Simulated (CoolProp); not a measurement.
A simple Rankine cycle with R123: condensing at 324.15 K, boiler at 1.65 MPa, turbine inlet 424.7 K, turbine efficiency 0.7, pump efficiency 0.6, no recuperator. Each further row changes one setting.

Values from CoolProp's reference Helmholtz-energy equation of state, Younglove 1994. It is a modified Benedict-Webb-Rubin equation, recast in Helmholtz form.

```
case                             thermal efficiency (%)  net work (kJ/kg)  heat in (kJ/kg)  turbine exit temperature (K)  volume ratio over the turbine
-------------------------------  ----------------------  ----------------  ---------------  ----------------------------  -----------------------------
as stated                                          11.1               [?]              218                         369.0                           8.29
turbine inlet 444.7 K                              11.1              26.4              238                           [?]                            [?]
condensing temperature 316.15 K                     [?]              27.4              227                         363.9                            [?]
boiler pressure 1.15 MPa                            9.5              21.6              [?]                           [?]                            [?]
turbine efficiency 0.6                              9.4              20.5              218                         373.8                           8.42
```

### Question
What belongs in the gaps?

### Answer

- as stated, net work (kJ/kg): 24.2
- turbine inlet 444.7 K, turbine exit temperature (K): 391.1
- turbine inlet 444.7 K, volume ratio over the turbine: 7.96
- condensing temperature 316.15 K, thermal efficiency (%): 12.1
- condensing temperature 316.15 K, volume ratio over the turbine: 10.6
- boiler pressure 1.15 MPa, heat in (kJ/kg): 226
- boiler pressure 1.15 MPa, turbine exit temperature (K): 382.8
- boiler pressure 1.15 MPa, volume ratio over the turbine: 5.40
